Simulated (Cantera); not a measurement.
## Equilibrium for carbothermic reduction: PbO + CO

A closed system holds: 1 mol PbO, a varied amount of CO, held at 1875 K and 110 Pa.

Equilibrium computed with Cantera from the NASA thermochemical tables; the gas is ideal and each condensed phase is pure. Candidate condensed phases: C, Pb, PbO, PbO2, Pb3O4; 15 gas species. Rates play no part.

| n(CO) (mol) | x CO | x Pb | x CO2 | x PbO | x O2 | x O |
|---|---|---|---|---|---|---|
| 2.1 | 0.358 | 0.319 | 0.319 | 0.00324 | 0.000135 | 8.43e-5 |
| 3.7 | 0.575 | 0.212 | 0.212 | 0.000890 | 2.31e-5 | 3.49e-5 |
| 5.4 | 0.688 | 0.156 | 0.156 | 0.000403 | 8.76e-6 | 2.15e-5 |
| 7 | 0.750 | 0.125 | 0.125 | 0.000237 | 4.72e-6 | 1.58e-5 |
| 8.6 | 0.792 | 0.104 | 0.104 | 0.000156 | 2.95e-6 | 1.24e-5 |
| 10 | 0.818 | 0.0908 | 0.0908 | 0.000115 | 2.10e-6 | 1.05e-5 |
| 12 | 0.846 | 0.0768 | 0.0768 | 7.96e-5 | 1.41e-6 | 8.61e-6 |
| 14 | 0.867 | 0.0666 | 0.0666 | 5.84e-5 | 1.01e-6 | 7.28e-6 |
| 15 | 0.875 | 0.0624 | 0.0624 | 5.09e-5 | 8.70e-7 | 6.76e-6 |
x: gas mole fraction; nothing condenses.

From 2.1 mol CO to 15 mol CO nothing is condensed. The main Pb-bearing gas is Pb throughout.
